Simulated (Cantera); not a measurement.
# Thermodynamics of abatement and gas-phase synthesis, feed HI + H2O + O2

Feed: 1 mol HI, 1.5 mol H2O, a varied amount of O2, equilibrated at 1400 K and 0.500 bar.

Cantera equilibrium calculation (NASA polynomials, part measured and part estimated; ideal gas, pure solids and liquids). Candidate condensed phases: H2O, I2; 12 gas species. The numbers say what is thermodynamically allowed, not how fast it happens.

From 0.22 mol O2 to 1.3 mol O2 nothing is condensed.

| n(O2) (mol) | x H2O | x O2 | x I | x I2 | x HI | x H2 |
|---|---|---|---|---|---|---|
| 0.22 | 0.687 | 5.12e-8 | 0.230 | 0.0426 | 0.0386 | 0.00194 |
| 0.26 | 0.696 | 0.00410 | 0.248 | 0.0493 | 0.00249 | 6.95e-6 |
| 0.3 | 0.687 | 0.0176 | 0.245 | 0.0484 | 0.00170 | 3.31e-6 |
| 0.34 | 0.677 | 0.0309 | 0.243 | 0.0474 | 0.00145 | 2.46e-6 |
| 0.4 | 0.664 | 0.0501 | 0.239 | 0.0459 | 0.00125 | 1.89e-6 |
| 0.46 | 0.650 | 0.0686 | 0.235 | 0.0445 | 0.00113 | 1.59e-6 |
| 0.54 | 0.633 | 0.0922 | 0.231 | 0.0427 | 0.00101 | 1.33e-6 |
| 0.62 | 0.617 | 0.115 | 0.226 | 0.0410 | 0.000929 | 1.17e-6 |
| 0.72 | 0.599 | 0.141 | 0.220 | 0.0391 | 0.000848 | 1.02e-6 |
| 0.84 | 0.577 | 0.171 | 0.214 | 0.0369 | 0.000771 | 8.93e-7 |
| 0.97 | 0.556 | 0.200 | 0.208 | 0.0348 | 0.000706 | 7.93e-7 |
| 1.1 | 0.536 | 0.228 | 0.202 | 0.0328 | 0.000652 | 7.17e-7 |
| 1.3 | 0.508 | 0.267 | 0.194 | 0.0301 | 0.000584 | 6.28e-7 |
x: gas mole fraction; nothing condenses.
